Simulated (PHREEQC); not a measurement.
Make-up at 25 °C: 0.44 mol/kgw MgCl2, 0.00029 mol/kgw NaHCO3 and 0.00039 mol/kgw H4SiO4. Closed to the air; pH follows from the charge balance.

Computed with PHREEQC (ion-association model, phreeqc.dat).

### Question
The ionic strength comes out as 1.32 mol/kgw. What activity coefficients do H3SiO4-, Na+, HCO3-, MgHCO3+, Mg+2 get?

### Answer
H3SiO4- 0.58, Na+ 0.76, HCO3- 0.64, MgHCO3+ 0.58, Mg+2 0.32.

This is a speciation only: nothing precipitates in the calculation. Examples of supersaturated solids here: Quartz (slow to form), Chalcedony (slow to form). Others may be too. Ionic strength above about 0.7 mol/kgw puts this run outside the model's range. Species that the database lacks are ignored.
